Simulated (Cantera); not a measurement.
Mixture: CH₄ : O₂ : N₂ = 1 : 1.05 : 2.95 (molar parts), at 0.503 atm, adiabatic and at constant volume. Ignition delay is the time to a rise of 400 K.

Model: GRI-Mech 3.0 (53 species, 325 reactions), integrated in Cantera.

**Question.** What does this change do: constant pressure in place of constant volume?

**Answer.** 
| quantity | before | after |
|---|---|---|
| delay at 1175 K | 0.123 s | 0.131 s |
| delay at 1225 K | 58.6 ms | 62.6 ms |
| delay at 1275 K | 29.0 ms | 31.0 ms |
| delay at 1325 K | 14.8 ms | 15.9 ms |
| delay at 1375 K | 7.88 ms | 8.46 ms |
| delay at 1425 K | 4.35 ms | 4.66 ms |
| delay at 1475 K | 2.49 ms | 2.67 ms |
| apparent activation energy between 1375 and 1475 K | 190 kJ/mol | 190 kJ/mol |

**Question.** What does this change do: 0.23 parts H2O added?

**Answer.** 
```json
[
 {"quantity": "delay at 1175 K", "before": "0.123 s", "after": "0.139 s"},
 {"quantity": "delay at 1225 K", "before": "58.6 ms", "after": "66.7 ms"},
 {"quantity": "delay at 1275 K", "before": "29.0 ms", "after": "33.1 ms"},
 {"quantity": "delay at 1325 K", "before": "14.8 ms", "after": "17.0 ms"},
 {"quantity": "delay at 1375 K", "before": "7.88 ms", "after": "9.00 ms"},
 {"quantity": "delay at 1425 K", "before": "4.35 ms", "after": "4.93 ms"},
 {"quantity": "delay at 1475 K", "before": "2.49 ms", "after": "2.80 ms"},
 {"quantity": "apparent activation energy between 1375 and 1475 K", "before": "190 kJ/mol", "after": "200 kJ/mol"}
]
```

**Question.** What does this change do: 0.023 parts H2 added?

**Answer.** 
```tsv
quantity	before	after
delay at 1175 K	0.123 s	92.2 ms
delay at 1225 K	58.6 ms	45.6 ms
delay at 1275 K	29.0 ms	23.3 ms
delay at 1325 K	14.8 ms	12.2 ms
delay at 1375 K	7.88 ms	6.65 ms
delay at 1425 K	4.35 ms	3.75 ms
delay at 1475 K	2.49 ms	2.19 ms
apparent activation energy between 1375 and 1475 K	190 kJ/mol	190 kJ/mol
```
